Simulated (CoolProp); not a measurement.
Vapour-liquid equilibrium of R22 (1) + R142b (2) at 0.241 MPa; x and y are mole fractions of (1).

Computed with CoolProp (multi-fluid Helmholtz-energy mixture model, Kamei 1995 and Lemmon 2006; pair parameters Bell 2016).

Q: Give the bubble temperature and the first vapour's composition at x = 0.2, 0.65, 0.8. Is there an azeotrope?

A: x = 0.2: 277.3 K, y = 0.424; x = 0.65: 261.5 K, y = 0.861; x = 0.8: 257.4 K, y = 0.935. No azeotrope shows between x = 0.05 and 0.95.

The pair parameters rest on a limited set of measurements; away from them the model extrapolates.
